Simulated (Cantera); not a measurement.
Ignition delay

Mixture: 23.4 % H₂, 13.6 % O₂, 63.1 % N₂, equivalence ratio 0.86, at 101000 Pa, adiabatic and at constant pressure. Ignition delay is the time to a rise of 400 K.

Model: the H2/O2 subset of GRI-Mech 3.0, which has no nitrogen chemistry, integrated in Cantera. Below about 950 K walls govern HO2 and H2O2 in real vessels.

```json
[
 {"T0 (K)": "875", "delay (ms)": "807"},
 {"T0 (K)": "925", "delay (ms)": "73.1"},
 {"T0 (K)": "975", "delay (ms)": "0.759"},
 {"T0 (K)": "1025", "delay (ms)": "0.222"},
 {"T0 (K)": "1075", "delay (ms)": "0.126"},
 {"T0 (K)": "1125", "delay (ms)": "0.0846"},
 {"T0 (K)": "1175", "delay (ms)": "0.0621"}
]
```

The apparent activation energy between 1075 and 1175 K is 74 kJ/mol.
